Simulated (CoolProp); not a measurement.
Vapour-liquid equilibrium of sulfur dioxide (1) + toluene (2) at 367.5 K; x and y are mole fractions of (1).

Model: multi-fluid Helmholtz-energy mixture model, Gao 2016 and Lemmon 2006; pair parameters Bell 2016, in CoolProp.

```json
[
 {"x": "0.05", "bubble pressure (MPa)": "0.1415", "y at the bubble point": "0.570", "dew pressure at overall composition x (MPa)": "0.06560", "liquid density (mol/L)": "8.905"},
 {"x": "0.15", "bubble pressure (MPa)": "0.3293", "y at the bubble point": "0.827", "dew pressure at overall composition x (MPa)": "0.07320", "liquid density (mol/L)": "9.483"},
 {"x": "0.25", "bubble pressure (MPa)": "0.5468", "y at the bubble point": "0.903", "dew pressure at overall composition x (MPa)": "0.08276", "liquid density (mol/L)": "10.12"},
 {"x": "0.35", "bubble pressure (MPa)": "0.7824", "y at the bubble point": "0.938", "dew pressure at overall composition x (MPa)": "0.09515", "liquid density (mol/L)": "10.82"},
 {"x": "0.45", "bubble pressure (MPa)": "1.026", "y at the bubble point": "0.957", "dew pressure at overall composition x (MPa)": "0.1118", "liquid density (mol/L)": "11.60"},
 {"x": "0.55", "bubble pressure (MPa)": "1.272", "y at the bubble point": "0.969", "dew pressure at overall composition x (MPa)": "0.1356", "liquid density (mol/L)": "12.46"},
 {"x": "0.65", "bubble pressure (MPa)": "1.518", "y at the bubble point": "0.978", "dew pressure at overall composition x (MPa)": "0.1721", "liquid density (mol/L)": "13.43"},
 {"x": "0.75", "bubble pressure (MPa)": "1.768", "y at the bubble point": "0.985", "dew pressure at overall composition x (MPa)": "0.2356", "liquid density (mol/L)": "14.50"},
 {"x": "0.85", "bubble pressure (MPa)": "2.030", "y at the bubble point": "0.991", "dew pressure at overall composition x (MPa)": "0.3743", "liquid density (mol/L)": "15.71"},
 {"x": "0.95", "bubble pressure (MPa)": "2.315", "y at the bubble point": "0.997", "dew pressure at overall composition x (MPa)": "0.9198", "liquid density (mol/L)": "17.04"}
]
```

No azeotrope shows between x = 0.05 and 0.95.

Pair parameters are fitted to limited data, so mixtures are less certain than the pure fluids.
